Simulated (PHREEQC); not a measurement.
**Acid mine or pickling water**

Model water analysis in mmol/kgw, 25 °C, pH 3.28:

```json
[
 {"constituent": "Na", "mmol/kgw": "88.2"},
 {"constituent": "K", "mmol/kgw": "0.241"},
 {"constituent": "Ca", "mmol/kgw": "2.55"},
 {"constituent": "Mg", "mmol/kgw": "5.86"},
 {"constituent": "Cl", "mmol/kgw": "9.37"},
 {"constituent": "S(6)", "mmol/kgw": "46.3"},
 {"constituent": "Br", "mmol/kgw": "0.0301"}
]
```

Valence states are taken as typed.

Computed with PHREEQC (Pitzer model, pitzer.dat).

Each row changes one thing in this solution. No solid was allowed to form.

```json
[
 {"case": "as made", "ionic strength (mol/kgw)": "0.158", "HSO4- (mol/kgw)": "0.000822", "SI of Gypsum (CaSO4:2H2O)": "-0.64", "SI of Halite (NaCl)": "-4.93"},
 {"case": "temperature from 25 to 15 °C at the same typed pH", "ionic strength (mol/kgw)": "0.158", "HSO4- (mol/kgw)": "(withheld)", "SI of Gypsum (CaSO4:2H2O)": "-0.61", "SI of Halite (NaCl)": "(withheld)"},
 {"case": "K from 0.241 to 0.12 mmol/kgw", "ionic strength (mol/kgw)": "0.157", "HSO4- (mol/kgw)": "0.000822", "SI of Gypsum (CaSO4:2H2O)": "-0.64", "SI of Halite (NaCl)": "-4.93"},
 {"case": "all concentrations times 3 at the same typed pH", "ionic strength (mol/kgw)": "0.474", "HSO4- (mol/kgw)": "0.00156", "SI of Gypsum (CaSO4:2H2O)": "-0.15", "SI of Halite (NaCl)": "-4.09"}
]
```

Question: Some entries are withheld; supply them.

Answer: 
- temperature from 25 to 15 °C at the same typed pH, HSO4- (mol/kgw): 0.000632
- temperature from 25 to 15 °C at the same typed pH, SI of Halite (NaCl): -4.91
